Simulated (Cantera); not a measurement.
Feed: 1 mol SiC, 0.2 mol O2, 3.5 mol H2, held at 1 atm.

Method: chemical equilibrium by Gibbs-energy minimisation in Cantera with the NASA 1993 tables (ideal gas, pure condensed phases). Candidate condensed phases: C, C6H6, C7H8, C8H18, H2O, Si, SiC, SiO2; 123 gas species. Mutual solubility and eutectic melting of coexisting phases are not modelled. The tables hold silica as quartz up to 1696 K and as liquid above; real silica turns to tridymite and cristobalite and melts near 1996 K. Gases not in the tables: Si2H6 and higher silanes. Rates play no part.

Q: Which condensed phases are stable at each of these points (T (K)): 1100, 1250, 1400, 1550, 1700, 1850, 2000?

A: 
```
T (K)                       condensed phases  Si condensed (%)
-----  -------------------------------------  ----------------
1100   C(graphite) + SiC(s) + SiO2(β-quartz)             100.0
1250   C(graphite) + SiC(s) + SiO2(β-quartz)             100.0
1400   C(graphite) + SiC(s) + SiO2(β-quartz)             100.0
1550                 SiC(s) + SiO2(β-quartz)             100.0
1700                SiC(s) + SiO2(condensed)              98.8
1850                SiC(s) + SiO2(condensed)              83.4
2000                                  SiC(s)              80.0
```

From 1100 K to 1400 K the condensed part is C(graphite) + SiC(s) + SiO2(β-quartz). At 1550 K the condensed part is SiC(s) + SiO2(β-quartz). From 1700 K to 1850 K the condensed part is SiC(s) + SiO2(condensed). At 2000 K the condensed part is SiC(s).
